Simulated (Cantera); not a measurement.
## Nitride etching: BN + NF3

A closed system holds: 1 mol BN, 10 mol NF3, equilibrated at 798.15 K and 1.20 Torr.

Method: chemical equilibrium by Gibbs-energy minimisation in Cantera with the NASA 1993 tables (ideal gas, pure condensed phases). Candidate condensed phases: B, BN; 13 gas species. Kinetics and transport are ignored.

```yaml
x(F2): 0.545
x(N2): 0.253
x(F): 0.149
x(BF3): 0.0466
x(NF3): 0.00686
gas_amount: 21.45 mol
log10 activity of B(s) (absent): -70.81
```
